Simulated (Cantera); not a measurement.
A closed system holds: 1 mol Si3N4, 0.41 mol N2O, 41 mol H2, held at 2248 K and 1.33 mbar.

Method: chemical equilibrium by Gibbs-energy minimisation in Cantera with the NASA 1993 tables (ideal gas, pure condensed phases). The tables' values for SiN are old estimates; treat these amounts as uncertain. Gases not in the tables: Si2H6 and higher silanes. The numbers say what is thermodynamically allowed, not how fast it happens.

```tsv
species	before	after
H2	0.722	0.728
H	0.171	0.172
Si	0.0501	0.0569
SiO	0.00808	0.00157
N2	0.0475	0.0412
Si2	0.000101	0.000130
SiH2	3.08e-5	3.53e-5
SiH	0.000628	0.000716
SiN	6.14e-5	6.49e-5
```
Gas species are given as mole fractions.

Task: Which change was made?
(A) temperature from 2248 K to 973 K
(B) Si3N4 replaced by Si
(C) N2O from 0.41 to 0.079 mol
(D) pressure from 1.33 mbar to 0.410 bar

Result: C, N2O from 0.41 to 0.079 mol
